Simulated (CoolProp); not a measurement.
Values from CoolProp's reference Helmholtz-energy equation of state, Lemmon 2016.

Question: Give the vapour pressure (bar), liquid density (kg/m³), vapour density (kg/m³) of saturated R227EA at 10.85, 42.75, 85.35 °C.

Answer: 
```
T (°C)  p (bar)  liquid density (kg/m³)  vapour density (kg/m³)
------  -------  ----------------------  ----------------------
10.85      2.88                    1440                    23.1
42.75      7.57                    1310                    61.1
85.35      20.8                    1030                     208
```
